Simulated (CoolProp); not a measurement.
Ammonia along the isobar 16.8 MPa: density (kg/m³) from the reference equation and from simpler models built on Tc = 132.4 °C, pc = 11.36 MPa, ω = 0.256; each cubic takes its own stable root.

The numbers come from the reference Helmholtz-energy equation of state, Gao 2020 in CoolProp.

| T (°C) | phase | reference | van der Waals | Redlich-Kwong | Soave-Redlich-Kwong | Peng-Robinson |
|---|---|---|---|---|---|---|
| 119.05 | liquid | 446.3 | 261.5 | 329.5 | 335.7 | 375.4 |
| 139.35 | supercritical | 373.5 | 236.4 | 277.4 | 272.6 | 300.3 |
| 159.75 | supercritical | 221.8 | 201.5 | 202.3 | 180.0 | 192.0 |
| 180.15 | supercritical | 141.0 | 154.7 | 141.4 | 127.6 | 134.9 |
| 200.45 | supercritical | 113.6 | 122.6 | 115.0 | 105.7 | 111.1 |
| 220.85 | supercritical | … | 105.1 | 100.0 | 92.74 | 96.96 |
| 241.25 | supercritical | 88.10 | 93.81 | … | 83.74 | 87.23 |
| 261.55 | supercritical | 80.58 | 85.59 | 82.34 | 76.98 | 79.95 |
| 281.95 | supercritical | 74.67 | 79.15 | 76.36 | 71.59 | 74.16 |
| 302.35 | supercritical | 69.85 | 73.91 | 71.46 | 67.15 | 69.40 |
| 322.75 | supercritical | … | 69.52 | 67.34 | 63.39 | 65.40 |
| 343.05 | supercritical | 62.39 | 65.78 | 63.81 | 60.18 | 61.97 |
| 363.45 | supercritical | 59.39 | 62.50 | 60.72 | 57.35 | … |
| 383.85 | supercritical | 56.73 | 59.61 | 57.98 | 54.85 | 56.32 |
| 404.15 | supercritical | 54.38 | 57.04 | 55.55 | 52.62 | 53.96 |
| 424.55 | supercritical | 52.25 | 54.71 | 53.34 | 50.60 | 51.83 |

Q: What belongs in the gaps?

A: 
- 220.85, reference: 98.32
- 241.25, Redlich-Kwong: 89.88
- 322.75, reference: 65.82
- 363.45, Peng-Robinson: 58.97
